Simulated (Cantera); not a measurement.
## Ignition delay

Mixture: CH4 : O2 : N2 = 1 : 2.11 : 6.11 (molar parts), equivalence ratio 0.95, at 1.01 bar, adiabatic and at constant volume. Ignition delay is the time to a rise of 400 K.

Detailed kinetics in Cantera: GRI-Mech 3.0 (53 species, 325 reactions).

```
T0 (K)  delay (ms)
------  ----------
1150          70.2
1225          23.5
1300          8.56
1375          3.39
1450          1.46
```

```json
{
  "apparent activation energy between 1300 and 1450 K": "180 kJ/mol"
}
```
